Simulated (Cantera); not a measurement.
Input (Python, Cantera) and output of one run.

```python
import numpy as np
import cantera as ct

gas_names = """
    B BH BH2 BH3 BN B2 H H2 N NH NH2 NH3 N2 N2H2 N2H4
""".split()
cond_names = """
    B(b) B(L) BN(s)
""".split()


def load(file, names, dense=False):
    # The tables refer to 1 bar. Condensed volumes are neglected.
    table = {s.name: s for s in ct.Species.list_from_file(file)}
    out = []
    for n in names:
        d = dict(table[n].input_data)
        d["thermo"] = dict(d["thermo"], **{"reference-pressure": 1e5})
        if dense:
            d["equation-of-state"] = {"model": "constant-volume", "density": "1e6 g/cm^3"}
        out.append(ct.Species.from_dict(d))
    return out


gas = ct.Solution(thermo="ideal-gas", species=load("nasa_gas.yaml", gas_names))
cond = {s.name: ct.Solution(thermo="fixed-stoichiometry", species=[s], name=s.name)
        for s in load("nasa_condensed.yaml", cond_names, dense=True)}
atoms = {
    'borazine': {'B': 3, 'N': 3, 'H': 6},
    'NH3': {'N': 1, 'H': 3},
    'H2': {'H': 2},
}
top_T = {'BN(s)': 3200}  # K; cautious upper limits of use, not melting points


def equilibrate(T, P, feed):
    n = {}
    for name, mol in feed.items():
        for a, k in atoms[name].items():
            n[a] = n.get(a, 0.0) + k * mol
    gas.TPX = T, P, n
    mass = sum(n.values()) * gas.mean_molecular_weight
    gas.equilibrate("TP")
    valid = [c for c in cond.values() if c.min_temp <= T <= top_T.get(c.name, c.max_temp)]
    mix = ct.Mixture([(gas, mass / gas.mean_molecular_weight)] + [(c, 0.0) for c in valid])
    mix.T, mix.P = T, P
    mix.equilibrate("TP", solver="vcs", rtol=1e-11, max_steps=5000)
    return mix


results = []
feed = {'borazine': 1, 'NH3': 2.6, 'H2': 0.14}  # mol
T = 2225  # K
for P in [10, 28, 77, 220, 600, 1700, 4600, 13000, 36000, 100000]:
    mix = equilibrate(T, P, feed)
    results.append((T, P, feed, dict(zip(mix.species_names, mix.species_moles))))
    x = sorted(zip(gas.X, gas.species_names), reverse=True)
    print(f"T = {T:g} K  P = {P:g} Pa  gas = {mix.phase_moles(0):.4g} mol")
    print("   x: " + "  ".join(f"{s} {v:.3e}" for v, s in x if v > 0.001))
    print("   condensed (mol): " + ("  ".join(f"{mix.phase(i).name} {mix.phase_moles(i):.4g}"
          for i in range(1, mix.n_phases) if mix.phase_moles(i) > 1e-12) or "none"))
```

Result:

```
T = 2225 K  P = 10 Pa  gas = 12.81 mol
   x: H 3.864e-01  H2 3.558e-01  N2 2.185e-01  B 3.838e-02
   condensed (mol): B(b) 2.497
T = 2225 K  P = 28 Pa  gas = 11.54 mol
   x: H2 4.757e-01  H 2.670e-01  N2 2.426e-01  B 1.371e-02
   condensed (mol): B(b) 2.831
T = 2225 K  P = 77 Pa  gas = 10.84 mol
   x: H2 5.610e-01  N2 2.582e-01  H 1.748e-01  B 4.985e-03
   condensed (mol): B(b) 2.935
T = 2225 K  P = 220 Pa  gas = 10.43 mol
   x: H2 6.199e-01  N2 2.686e-01  H 1.087e-01  B 1.745e-03
   condensed (mol): B(b) 2.971
T = 2225 K  P = 600 Pa  gas = 10.19 mol
   x: H2 6.559e-01  N2 2.747e-01  H 6.772e-02
   condensed (mol): B(b) 2.983
T = 2225 K  P = 1700 Pa  gas = 8.538 mol
   x: H2 8.012e-01  N2 1.530e-01  H 4.447e-02  BH2 1.147e-03
   condensed (mol): BN(s) 2.988
T = 2225 K  P = 4600 Pa  gas = 8.459 mol
   x: H2 8.178e-01  N2 1.541e-01  H 2.731e-02
   condensed (mol): BN(s) 2.993
T = 2225 K  P = 13000 Pa  gas = 8.411 mol
   x: H2 8.284e-01  N2 1.548e-01  H 1.635e-02
   condensed (mol): BN(s) 2.996
T = 2225 K  P = 36000 Pa  gas = 8.382 mol
   x: H2 8.346e-01  N2 1.552e-01  H 9.863e-03
   condensed (mol): BN(s) 2.998
T = 2225 K  P = 100000 Pa  gas = 8.365 mol
   x: H2 8.384e-01  N2 1.555e-01  H 5.931e-03
   condensed (mol): BN(s) 2.999
```

Cantera equilibrium calculation (NASA polynomials, part measured and part estimated; ideal gas, pure solids and liquids). The feed counts by its element totals alone. The tables' values for BH2 are old estimates; treat these amounts as uncertain.
